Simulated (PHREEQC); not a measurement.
**Phosphoric acid bath: an equilibrium model**

A solution holds 0.0024 mol/kgw NaH2PO4, 0.00017 mol/kgw HCl and 0.0074 mol/kgw H3AsO4, at 15 °C. Closed to the air; pH follows from the charge balance.

The numbers come from PHREEQC with the ion-association model, wateq4f.dat.

Each row changes one thing in this solution. No solid was allowed to form.

```csv
case,pH,ionic strength (mol/kgw),H2PO4- (mol/kgw),H3PO4 (mol/kgw),HPO4-2 (mol/kgw),SI of Halite (NaCl)
as made,2.43,0.00641,0.00166,0.000740,3.35e-8,-8.02
0.0026 mol/kgw NH3 added,2.65,0.00745,0.00189,0.000509,6.37e-8,?
temperature from 15 to 65 °C,?,0.00576,0.00146,0.000935,4.61e-8,-8.13
H3AsO4 left out,3.89,0.00253,0.00236,3.71e-5,1.28e-6,-8.00
diluted 2-fold with water,2.63,0.00367,0.000934,0.000266,2.84e-8,-8.61
diluted 100-fold with water,4.13,9.87e-5,?,2.26e-7,1.95e-8,-11.96
0.0011 mol/kgw KCl added,2.43,?,0.00166,0.000736,3.42e-8,-7.15
```

### Question
Some entries are withheld; supply them.

### Answer

- 0.0026 mol/kgw NH3 added, SI of Halite (NaCl): -8.03
- temperature from 15 to 65 °C, pH: 2.51
- diluted 100-fold with water, H2PO4- (mol/kgw): 2.38e-5
- 0.0011 mol/kgw KCl added, ionic strength (mol/kgw): 0.00752

H3PO4, which wateq4f.dat lacks, is added to it with the constant of phreeqc.dat. Constants without temperature data keep their 25 °C values here.
